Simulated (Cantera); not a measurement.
A closed system holds: 1 mol Al2O3, 0.18 mol I2, 0.17 mol N2, held at 1298.15 K and 1.10 bar.

Cantera equilibrium calculation (NASA polynomials, part measured and part estimated; ideal gas, pure solids and liquids). Candidate condensed phases: Al, AlI3, AlN, Al2O3, I2; 21 gas species. Rates play no part.

Base state: N2 0.424, I2 0.323, I 0.253 (mole fractions); condensed: Al2O3(s).

Q: What changes in the equilibrium state with this change: Al2O3 replaced by Al?

A: 
| species | before | after |
|---|---|---|
| AlI3 | 1.15e-9 | 0.586 |
| AlI | <1e-9 | 0.414 |
| I | 0.253 | 0.000406 |
| N2 | 0.424 | <1e-9 |
| I2 | 0.323 | 8.30e-7 |
| Al2I6 | <1e-9 | 0.000334 |
| Al2O3(s), mol | 1.00 | 0 |
| Al(l), mol | 0 | 0.494 |
| AlN(s), mol | 0 | 0.340 |
Mutual solubility and eutectic melting of coexisting phases are not modelled.
